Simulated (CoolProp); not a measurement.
Vapour-liquid equilibrium of R125 (1) + R227EA (2) at 0.344 bar; x and y are mole fractions of (1).

Computed with CoolProp (multi-fluid Helmholtz-energy mixture model, Lemmon 2005 and Lemmon 2016; pair parameters Bell 2016).

```
x     bubble temperature (°C)  y at the bubble point  dew temperature at overall composition x (°C)  liquid density (mol/L)
----  -----------------------  ---------------------  ---------------------------------------------  ----------------------
0.05                    -41.8                  0.192                                            [?]                   9.696
0.2                       [?]                  0.553                                            [?]                   10.21
0.35                      [?]                  0.739                                            [?]                   10.72
0.5                     -58.8                    [?]                                          -47.9                   11.24
0.65                    -62.1                    [?]                                          -51.8                   11.79
0.8                     -64.8                  0.958                                          -56.9                   12.36
0.95                    -67.1                    [?]                                          -64.3                   12.97
```

### Question
What belongs in the gaps?

### Answer

- 0.05, dew temperature at overall composition x (°C): -39.5
- 0.2, bubble temperature (°C): -49.2
- 0.2, dew temperature at overall composition x (°C): -41.9
- 0.35, bubble temperature (°C): -54.6
- 0.35, dew temperature at overall composition x (°C): -44.7
- 0.5, y at the bubble point: 0.846
- 0.65, y at the bubble point: 0.913
- 0.95, y at the bubble point: 0.991

No azeotrope shows between x = 0.05 and 0.95.

The pair parameters rest on a limited set of measurements; away from them the model extrapolates.
